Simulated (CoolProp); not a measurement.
Values from CoolProp's reference Helmholtz-energy equation of state, Guder 2009.

Give the vapour pressure (MPa), liquid density (kg/m³), liquid viscosity (µPa s) of saturated sulfur hexafluoride at 305.3 K.


| T (K) | p (MPa) | liquid density (kg/m³) | liquid viscosity (µPa s) |
|---|---|---|---|
| 305.3 | 2.79 | 1250 | 97.9 |

Viscosity comes from a separate model (Quiñones-Cisneros 2012).
